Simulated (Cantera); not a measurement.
An adiabatic, constant-volume homogeneous reactor starts with 4.09 % CH4, 0.155 % H2, 20.1 % O2, 75.6 % N2, at 1125 K and 760 Torr.

Detailed kinetics in Cantera: GRI-Mech 3.0 (53 species, 325 reactions).

Question: Predict: time of steepest temperature rise; temperature at 3.00 s; equilibrium temperature; x(H2) at 3.00 s; x(O2) at 3.00 s; x(O) at 3.00 s.

Answer: 
- time of steepest temperature rise: 50.7 ms
- temperature at 3.00 s: 2205 K
- equilibrium temperature: 2205 K
- x(H2) at 3.00 s: 0.000203 (gas-phase equilibrium 0.000203)
- x(O2) at 3.00 s: 0.113 (gas-phase equilibrium 0.113)
- x(O) at 3.00 s: 0.000670 (gas-phase equilibrium 0.000670)
